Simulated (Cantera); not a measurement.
Charge: 1 mol PbO, 2.2 mol H₂, 0.12 mol N₂, at 748.15 K and 1.00 bar.

Cantera equilibrium calculation (NASA polynomials, part measured and part estimated; ideal gas, pure solids and liquids). Candidate condensed phases: H₂O, Pb, PbO, PbO₂, Pb₃O₄; 27 gas species. Equilibrium is a limit: real reactors are often held back by kinetics, nucleation or transport.

Base state: H₂ 0.517, H₂O 0.431, N₂ 0.0515, NH₃ 0.000440 (mole fractions); condensed: Pb(l).

Q: What changes in the equilibrium state with this change: temperature from 748.15 K to 1550 K?

A: 
```csv
species,before,after
H₂,0.517,0.497
H₂O,0.431,0.414
N₂,0.0515,0.0497
Pb,8.80e-9,0.0392
Pb₂,<1e-9,2.23e-5
H,<1e-9,2.22e-5
PbO,<1e-9,1.72e-5
NH₃,0.000440,4.18e-6
"Pb(l), mol",1.00,0.905
```
